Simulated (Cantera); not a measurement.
Input: 1 mol CHF3, 0.032 mol F2, equilibrated at 100 Torr.

Cantera equilibrium calculation (NASA polynomials, part measured and part estimated; ideal gas, pure solids and liquids). Candidate condensed phases: C, C6H6, C7H8, C8H18; 95 gas species. Gases not in the tables: C2F6 and larger saturated fluorocarbons. The numbers say what is thermodynamically allowed, not how fast it happens.

### Question
At 1577 °C, list the 5 most abundant gas species with their mole fractions, and the condensed phases.

### Answer
HF 0.658, CF4 0.336, CF2 0.00461, F 0.000831, CF3 0.000708. Condensed: C(graphite).
